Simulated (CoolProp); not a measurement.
Properties of methanol along the isobar 4.99 MPa (Tc = 240.2 °C, pc = 8.216 MPa, ω = 0.565).

Values from CoolProp's reference Helmholtz-energy equation of state, de Reuck 1993.

```tsv
T (°C)	phase	Z	Prandtl number
40.05	liquid	0.07900	5.98
47.45	liquid	0.07786	5.59
54.95	liquid	0.07678	5.24
62.35	liquid	0.07578	4.94
69.75	liquid	0.07486	4.67
77.25	liquid	0.07398	4.43
84.65	liquid	0.07319	4.23
92.05	liquid	0.07246	4.04
99.45	liquid	0.07180	3.87
106.95	liquid	0.07121	3.72
114.35	liquid	0.07069	3.58
121.75	liquid	0.07024	3.45
129.15	liquid	0.06987	3.33
136.65	liquid	0.06959	3.22
```

Viscosity comes from a separate model (Xiang 2006). Thermal conductivity comes from a separate model (Sykioti 2013).
